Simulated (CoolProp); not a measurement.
Properties of sulfur hexafluoride at several states.

The numbers come from the reference Helmholtz-energy equation of state, Guder 2009 in CoolProp.

```csv
T (K),p (kPa),phase,cv (kJ/(kg K)),speed of sound (m/s),expansivity (1/kK),fugacity coefficient
514.8,145,gas,___,___,1.962,0.9979
554.6,130,gas,___,___,1.816,0.9987
424.8,33.2,gas,___,___,2.364,0.9989
563.8,15.2,gas,___,185.0,1.775,0.9999
```

**Question.** Complete the blanks.

**Answer.** 
- 514.8, cv (kJ/(kg K)): 0.8318
- 514.8, speed of sound (m/s): 176.7
- 554.6, cv (kJ/(kg K)): 0.8540
- 554.6, speed of sound (m/s): 183.3
- 424.8, cv (kJ/(kg K)): 0.7644
- 424.8, speed of sound (m/s): 161.1
- 563.8, cv (kJ/(kg K)): 0.8584
